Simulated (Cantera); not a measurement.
A perfectly stirred reactor is fed with CH₄ : H₂ : O₂ : N₂ = 1 : 0.09 : 2.09 : 14.4 (molar parts), equivalence ratio 0.98, at 5.00 bar; it is adiabatic with a 725 K inlet, and is followed from long to short residence time, starting on the burning branch (τ in s: 0.045, 0.019, 0.0077, 0.0032, 0.0013, 0.00054, 0.00022, 9.3e-05, 3.8e-05, 1.6e-05, 6.6e-06).

Detailed kinetics in Cantera: GRI-Mech 3.0 (53 species, 325 reactions).

x: mole fraction; the columns are a selection and need not sum to one.

```tsv
τ (s)	T (K)	x CH₄	x H₂	x O₂	x C₂H₂	x C₂H₆
0.045	1979	7.25e-6	?	0.00360	1.18e-8	2.77e-10
0.019	1971	1.29e-5	?	0.00409	2.68e-8	7.71e-10
0.0077	1958	2.34e-5	?	0.00481	5.79e-8	2.09e-9
0.0032	1941	4.22e-5	?	0.00577	1.16e-7	5.31e-9
0.0013	1918	7.90e-5	?	0.00712	2.30e-7	1.39e-8
0.00054	1887	0.000152	?	0.00894	4.71e-7	3.83e-8
0.00022	1842	0.000328	0.00504	0.0118	1.16e-6	1.39e-7
9.3e-5	725	0.0569	0.00512	0.119	<1e-12	<1e-12
3.8e-5	725	0.0569	0.00512	0.119	<1e-12	<1e-12
1.6e-5	725	0.0569	0.00512	0.119	<1e-12	<1e-12
6.6e-6	725	0.0569	0.00512	0.119	<1e-12	<1e-12
```

Some entries are withheld; supply them.


- 0.045, x H₂: 0.000806
- 0.019, x H₂: 0.00112
- 0.0077, x H₂: 0.00158
- 0.0032, x H₂: 0.00218
- 0.0013, x H₂: 0.00296
- 0.00054, x H₂: 0.00390
